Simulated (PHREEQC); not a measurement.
Dissolve 0.029 mol K2CO3, 0.0094 mol KNO3 and 8.7e-05 mol CO2 per kg of water at 85 °C. Closed to the air; pH follows from the charge balance.

Equilibrium calculation in PHREEQC: ion-association model, wateq4f.dat.

pH: 10.26
ionic strength: 0.0890 mol/kgw
total alkalinity: 58.0 meq/kg

```csv
species,molality,activity,log γ
K+,0.0674,0.0504,-0.126
CO3-2,0.0216,0.00774,-0.446
NO3-,0.00940,0.00693,-0.132
HCO3-,0.00747,0.00578,-0.112
OH-,0.00730,0.00544,-0.127
CO2,7.16e-7,7.31e-7,0.009
```

This is a speciation only: nothing precipitates in the calculation. Away from 25 °C the constants follow the database's enthalpies or fits; those with neither stay at their 25 °C values.
